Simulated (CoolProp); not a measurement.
Vapour-liquid equilibrium of toluene (1) + n-octane (2) at 0.0192 bar; x and y are mole fractions of (1).

Values from CoolProp's multi-fluid Helmholtz-energy mixture model, Lemmon 2006 and Beckmüller 2019; pair parameters Bell 2016.

Q: Give the bubble temperature and the first vapour's composition at x = 0.25, 0.35, 0.45. Is there an azeotrope?

A: x = 0.25: 18.9 °C, y = 0.472; x = 0.35: 17.3 °C, y = 0.573; x = 0.45: 16.1 °C, y = 0.651. No azeotrope shows between x = 0.05 and 0.95.

Pair parameters are fitted to limited data, so mixtures are less certain than the pure fluids.
